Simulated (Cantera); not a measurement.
A perfectly stirred reactor is fed with 2.08 % CH₄, 97.9 % N₂, at 100.0 Torr; it is held at 1600 K, and followed from long to short residence time.

Model: GRI-Mech 3.0 (53 species, 325 reactions), integrated in Cantera. GRI-Mech 3.0 stops at C3 and has no aromatics, soot or wall deposition, so with more carbon than oxygen in the feed, carbon stays in small species such as C2H2 where larger ones or solid carbon would form.

x: mole fraction; the columns are a selection and need not sum to one.

| τ (s) | x CH₄ | x HCN | x CH₂ | x H₂ | x H | x CH₃ | x C₂H₄ |
|---|---|---|---|---|---|---|---|
| 0.77 | 0.00842 | 6.07e-7 | (withheld) | 0.0180 | 1.25e-5 | 0.000114 | 0.000126 |
| 0.35 | 0.0113 | 2.70e-7 | (withheld) | 0.0136 | 9.57e-6 | 0.000149 | 0.000235 |
| 0.16 | 0.0142 | 1.03e-7 | 9.40e-8 | 0.00914 | 6.68e-6 | 0.000185 | 0.000383 |
| 0.075 | 0.0169 | 3.11e-8 | 9.81e-8 | 0.00513 | 4.04e-6 | 0.000208 | 0.000485 |
| 0.034 | 0.0191 | 4.95e-9 | (withheld) | 0.00195 | 1.74e-6 | 0.000199 | 0.000371 |
| 0.016 | 0.0203 | 3.85e-10 | (withheld) | 0.000461 | 5.39e-7 | 0.000141 | 0.000123 |
| 0.0072 | 0.0207 | 2.38e-11 | (withheld) | 8.30e-5 | 1.74e-7 | 7.40e-5 | 1.80e-5 |
| 0.0033 | 0.0208 | 2.84e-12 | (withheld) | 2.27e-5 | 9.90e-8 | 3.57e-5 | 2.04e-6 |

**Question.** Complete the blanks.

**Answer.** 
- 0.77, x CH₂: 6.47e-8
- 0.35, x CH₂: 8.04e-8
- 0.034, x CH₂: 7.83e-8
- 0.016, x CH₂: 3.87e-8
- 0.0072, x CH₂: 1.15e-8
- 0.0033, x CH₂: 2.88e-9
